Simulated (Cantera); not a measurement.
A freely propagating, adiabatic, planar premixed flame of 12.5 % CH4, 0.998 % CO, 18.2 % O2, 68.3 % N2, equivalence ratio 1.4, unburnt at 398 K and 113 Torr; mixture-averaged transport, grid criteria slope 0.08 and curve 0.16, no radiation.

Computed with Cantera and GRI-Mech 3.0 (53 species, 325 reactions). Burning velocities carry a grid error of a few per cent, more on coarse grids.

x: mole fraction of selected species; z is measured from the peak of heat release.

```json
[
 {"z (mm)": "-7.90", "T (K)": "398", "u (m/s)": "0.576", "x CH4": "0.124", "x CO": "0.00996", "x O2": "0.182", "x H2": "0.00205", "x HCN": "<1e-8", "x NO": "<1e-8"},
 {"z (mm)": "-5.27", "T (K)": "400", "u (m/s)": "0.581", "x CH4": "0.124", "x CO": "0.00994", "x O2": "0.181", "x H2": "0.00648", "x HCN": "<1e-8", "x NO": "<1e-8"},
 {"z (mm)": "-3.95", "T (K)": "410", "u (m/s)": "0.600", "x CH4": "0.122", "x CO": "0.0101", "x O2": "0.179", "x H2": "0.0128", "x HCN": "1.57e-8", "x NO": "2.36e-8"},
 {"z (mm)": "-2.63", "T (K)": "509", "u (m/s)": "0.754", "x CH4": "0.114", "x CO": "0.0125", "x O2": "0.172", "x H2": "0.0261", "x HCN": "3.47e-7", "x NO": "3.79e-7"},
 {"z (mm)": "-1.32", "T (K)": "993", "u (m/s)": "1.51", "x CH4": "0.0770", "x CO": "0.0322", "x O2": "0.130", "x H2": "0.0460", "x HCN": "4.29e-6", "x NO": "3.64e-6"},
 {"z (mm)": "-0.658", "T (K)": "1390", "u (m/s)": "2.15", "x CH4": "0.0421", "x CO": "0.0554", "x O2": "0.0864", "x H2": "0.0554", "x HCN": "1.02e-5", "x NO": "7.73e-6"},
 {"z (mm)": "0", "T (K)": "1732", "u (m/s)": "2.71", "x CH4": "0.0121", "x CO": "0.0790", "x O2": "0.0403", "x H2": "0.0600", "x HCN": "2.03e-5", "x NO": "1.46e-5"},
 {"z (mm)": "0.658", "T (K)": "1896", "u (m/s)": "2.97", "x CH4": "0.00167", "x CO": "0.0872", "x O2": "0.0139", "x H2": "0.0582", "x HCN": "2.86e-5", "x NO": "2.53e-5"},
 {"z (mm)": "1.32", "T (K)": "1942", "u (m/s)": "3.04", "x CH4": "(withheld)", "x CO": "0.0848", "x O2": "(withheld)", "x H2": "0.0561", "x HCN": "(withheld)", "x NO": "(withheld)"},
 {"z (mm)": "2.63", "T (K)": "1959", "u (m/s)": "3.06", "x CH4": "2.22e-6", "x CO": "0.0789", "x O2": "0.000910", "x H2": "0.0563", "x HCN": "1.50e-5", "x NO": "5.13e-5"},
 {"z (mm)": "5.27", "T (K)": "1966", "u (m/s)": "3.06", "x CH4": "<1e-8", "x CO": "0.0758", "x O2": "0.000528", "x H2": "0.0575", "x HCN": "4.72e-6", "x NO": "6.22e-5"},
 {"z (mm)": "10.5", "T (K)": "1975", "u (m/s)": "3.07", "x CH4": "<1e-8", "x CO": "0.0755", "x O2": "0.000452", "x H2": "0.0578", "x HCN": "6.58e-7", "x NO": "6.68e-5"},
 {"z (mm)": "21.1", "T (K)": "1987", "u (m/s)": "3.09", "x CH4": "<1e-8", "x CO": "0.0758", "x O2": "(withheld)", "x H2": "0.0579", "x HCN": "(withheld)", "x NO": "6.84e-5"}
]
```

Task: What belongs in the gaps?

Result: 
- 1.32, x CH4: 0.000167
- 1.32, x O2: 0.00447
- 1.32, x HCN: 2.62e-5
- 1.32, x NO: 3.67e-5
- 21.1, x O2: 0.000353
- 21.1, x HCN: 3.49e-8
